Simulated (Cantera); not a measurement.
A closed system holds: 1 mol TEOS, 11 mol H2O, 3.9 mol H2, held at 500 °C and 10.0 Torr.

Equilibrium computed with Cantera from the NASA thermochemical tables; the gas is ideal and each condensed phase is pure. Candidate condensed phases: C, C6H6, C7H8, C8H18, H2O, Si, SiC, SiO2; 123 gas species. The feed counts by its element totals alone. Rates play no part.

Base state: H2 0.674, CO 0.150, CO2 0.0881, H2O 0.0776, CH4 0.0105 (mole fractions); condensed: SiO2(α-quartz).

Q: What changes in the equilibrium state with this change: H2 from 3.9 to 58 mol?

A: 
```
species              before   after
-------------------  ------  ------
H2                    0.674   0.853
CO                    0.150  0.0618
H2O                  0.0776  0.0525
CO2                  0.0881  0.0195
CH4                  0.0105  0.0130
SiO2(α-quartz), mol    1.00    1.00
```

Q: What changes in the equilibrium state with this change: temperature from 500 °C to 1375 °C?

A: 
```csv
species,before,after
H2,0.674,0.620
CO,0.150,0.227
H2O,0.0776,0.136
CO2,0.0881,0.0156
CH4,0.0105,<1e-9
SiO,<1e-9,2.84e-5
H,<1e-9,0.000607
"SiO2(α-quartz), mol",1.00,0
"SiO2(β-quartz), mol",0,0.999
```
The tables hold silica as quartz up to 1696 K and as liquid above; real silica turns to tridymite and cristobalite and melts near 1996 K.
